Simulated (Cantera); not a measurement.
Si3N4 + H2 (sublimation and decomposition of ceramics)

A closed system holds: 1 mol Si3N4, a varied amount of H2, held at 2025 K and 0.0825 Torr.

Method: chemical equilibrium by Gibbs-energy minimisation in Cantera with the NASA 1993 tables (ideal gas, pure condensed phases). Candidate condensed phases: Si, Si3N4; 18 gas species. The tables' values for SiN are old estimates; treat these amounts as uncertain. Gases not in the tables: Si2H6 and higher silanes. Equilibrium is a limit: real reactors are often held back by kinetics, nucleation or transport.

From 0.27 mol H2 to 0.33 mol H2 the condensed part is Si(l). From 0.42 mol H2 to 1.3 mol H2 nothing is condensed. The main Si-bearing gas is Si throughout.

| n(H2) (mol) | x Si | x N2 | x H2 | x H | x Si2 | n Si(l) |
|---|---|---|---|---|---|---|
| 0.27 | 0.529 | 0.391 | 0.0354 | 0.0345 | 0.00582 | 0.204 |
| 0.33 | 0.529 | 0.380 | 0.0433 | 0.0382 | 0.00582 | 0.118 |
| 0.42 | 0.528 | 0.364 | 0.0548 | 0.0429 | 0.00581 | 0 |
| 0.52 | 0.518 | 0.356 | 0.0684 | 0.0480 | 0.00557 | 0 |
| 0.65 | 0.504 | 0.347 | 0.0857 | 0.0537 | 0.00529 | 0 |
| 0.81 | 0.489 | 0.336 | 0.106 | 0.0598 | 0.00498 | 0 |
| 1 | 0.472 | 0.324 | 0.129 | 0.0659 | 0.00464 | 0 |
| 1.3 | 0.448 | 0.307 | 0.163 | 0.0740 | 0.00418 | 0 |
x: gas mole fraction; n: condensed amount in mol.
